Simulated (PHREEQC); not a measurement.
A solution holds 0.052 mol CaCl2, 0.022 mol CO2 and 6.1e-07 mol H4SiO4 per kg of water, at 25 °C. Closed to the air; pH follows from the charge balance.

Model: Pitzer model, pitzer.dat, run in PHREEQC.

The ionic strength comes out as 0.156 mol/kgw. What activity coefficients do Ca+2, Cl-, HCO3-, H+ get?

Ca+2 0.35, Cl- 0.73, HCO3- 0.82, H+ 0.78. Single-ion values are on the MacInnes scale.

No solid was allowed to form.
